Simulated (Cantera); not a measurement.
An isothermal, constant-pressure homogeneous reactor starts with 0.381 % CH2O, 2.05 % O2, 97.6 % N2, at 1325 K and 1.58 atm.

Computed with Cantera and GRI-Mech 3.0 (53 species, 325 reactions).

### Question
Predict: x(O2) at 100 s; x(NO) at 100 s.

### Answer
```
Property                                          Result
--------------  ----------------------------------------
x(O2) at 100 s     0.0167 (gas-phase equilibrium 0.0166)
x(NO) at 100 s  2.85e-7 (gas-phase equilibrium 0.000146)
```
